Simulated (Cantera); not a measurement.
# Ta2O5 + C + CO (carbothermic reduction)

A closed system holds: 1 mol Ta2O5, 2.2 mol C, 0.15 mol CO, held at 51.0 mbar.

Equilibrium computed with Cantera from the NASA thermochemical tables; the gas is ideal and each condensed phase is pure. Candidate condensed phases: C, Ta, TaC, Ta2O5; 15 gas species. Mutual solubility and eutectic melting of coexisting phases are not modelled. TaC: taken at fixed stoichiometry. Condensed phases not in the tables: Ta2C, N, O or C dissolved in the metal. Rates play no part.

From 1898 K to 2048 K the condensed part is TaC(s) + Ta2O5(s). From 2098 K to 2248 K the condensed part is TaC(s) + Ta2O5(l). From 2298 K to 2498 K the condensed part is Ta(s) + Ta2O5(l). The main Ta-bearing gas is TaO2 throughout.

```csv
T (K),x CO,x TaO2,x TaO,x CO2,x O,x O2,x Ta,n TaC(s),n Ta2O5(s),n Ta2O5(l),n Ta(s)
1898,0.999,1.77e-6,1.07e-7,0.000867,2.69e-9,4.28e-12,<1e-12,0.629,0.685,0,0
1948,0.999,5.02e-6,3.68e-7,0.000866,6.39e-9,1.06e-11,<1e-12,0.629,0.685,0,0
1998,0.999,1.35e-5,1.18e-6,0.000865,1.45e-8,2.49e-11,<1e-12,0.629,0.685,0,0
2048,0.999,3.44e-5,3.58e-6,0.000864,3.18e-8,5.61e-11,1.12e-12,0.629,0.685,0,0
2098,0.999,7.90e-5,9.88e-6,0.000847,6.58e-8,1.17e-10,4.96e-12,0.629,0,0.685,0
2148,0.999,0.000172,2.57e-5,0.000827,1.31e-7,2.34e-10,2.05e-11,0.629,0,0.685,0
2198,0.999,0.000359,6.39e-5,0.000808,2.52e-7,4.53e-10,7.90e-11,0.629,0,0.685,0
2248,0.998,0.000725,0.000152,0.000790,4.71e-7,8.50e-10,2.87e-10,0.629,0,0.685,0
2298,0.998,0.00134,0.000296,0.000861,9.54e-7,1.92e-9,7.50e-10,0,0,0.558,0.880
2348,0.996,0.00238,0.000542,0.000952,1.91e-6,4.37e-9,1.79e-9,0,0,0.557,0.879
2398,0.994,0.00413,0.000968,0.00105,3.72e-6,9.56e-9,4.14e-9,0,0,0.555,0.878
2448,0.990,0.00698,0.00169,0.00114,7.03e-6,2.03e-8,9.22e-9,0,0,0.552,0.875
2498,0.984,0.0115,0.00287,0.00124,1.30e-5,4.16e-8,1.99e-8,0,0,0.547,0.872
```
x: gas mole fraction; n: condensed amount in mol.
